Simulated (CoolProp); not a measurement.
Properties of nitrogen at several states.

Values from CoolProp's reference Helmholtz-energy equation of state, Span 2000.

```csv
T (°C),p (kPa),phase,Z,cp (kJ/(kg K)),isothermal compressibility (1/MPa),expansivity (1/kK),Prandtl number
657.55,129,gas,1.000,1.153,7.748,1.074,0.737
457.55,127,gas,1.001,1.106,7.870,1.368,0.719
480.25,1650,gas,1.007,1.114,0.6020,1.324,0.722
-99.35,243,gas,0.9913,1.055,4.151,5.926,0.750
5.25,184,gas,0.9993,1.043,5.439,3.613,0.721
329.95,218,gas,1.001,1.076,4.583,1.658,0.709
```

Viscosity comes from a separate model (Lemmon 2004). Thermal conductivity comes from a separate model (Lemmon 2004).
